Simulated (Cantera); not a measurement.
Input: 1 mol Fe3O4, 17 mol CO, a varied amount of H2, at 50.3 Torr.

Cantera equilibrium calculation (NASA polynomials, part measured and part estimated; ideal gas, pure solids and liquids). Candidate condensed phases: C, C6H6, C7H8, C8H18, Fe, Fe(CO)5, FeO, Fe(OH)2, Fe(OH)3, Fe2O3, Fe3O4, H2O; 114 gas species. The tables' stoichiometric FeO is somewhat more stable than real wüstite, so its field is too wide. FeO: taken at fixed stoichiometry. The numbers say what is thermodynamically allowed, not how fast it happens.

Stable condensed phases, one row left out:

```
T in °C \ n(H2) in mol
         0.33  1.3  2.2  3.2  4.1    5    6  6.9  7.9  8.8  9.8
   2277     A    A    A    A    A    A    A    A    A    A    A
   2252     A    A    A    A    A    A    A    A    A    A    A
   2227     A    A    A    A    A    A    A    A    A    A    A
   2202     B    A    A    A    A    A    A    A    A    A    A
   2152     B    B    B    A    A    A    A    A    A    A    A
   2127     B    B    B    B    A    A    A    A    A    A    A
   2102     B    B    B    B    B    A    A    A    A    A    A
   2077     B    B    B    B    B    B    A    A    A    A    A
   2052     B    B    B    B    B    B    B    B    A    A    A
```

A: gas only; B: FeO.

Give the row for 2177 °C.

0.33: FeO; 1.3: FeO; 2.2: gas only; 3.2: gas only; 4.1: gas only; 5: gas only; 6: gas only; 6.9: gas only; 7.9: gas only; 8.8: gas only; 9.8: gas only.
